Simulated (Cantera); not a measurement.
Mixture: CH4 : C2H6 : O2 : N2 : CO2 = 1 : 0.28 : 3.77 : 14.2 : 1.4 (molar parts), at 3.20 bar, adiabatic and at constant volume. Ignition delay is the time to a rise of 400 K.

Model: GRI-Mech 3.0 (53 species, 325 reactions), integrated in Cantera.

Predict: delay at 1275 K; delay at 1325 K; delay at 1375 K; delay at 1425 K; delay at 1475 K; delay at 1525 K; delay at 1575 K; apparent activation energy between 1475 and 1575 K.


```
Item                                                    Result
--------------------------------------------------  ----------
delay at 1275 K                                       0.474 ms
delay at 1325 K                                       0.263 ms
delay at 1375 K                                       0.158 ms
delay at 1425 K                                       0.102 ms
delay at 1475 K                                        68.1 µs
delay at 1525 K                                        47.0 µs
delay at 1575 K                                        33.3 µs
apparent activation energy between 1475 and 1575 K  140 kJ/mol
```
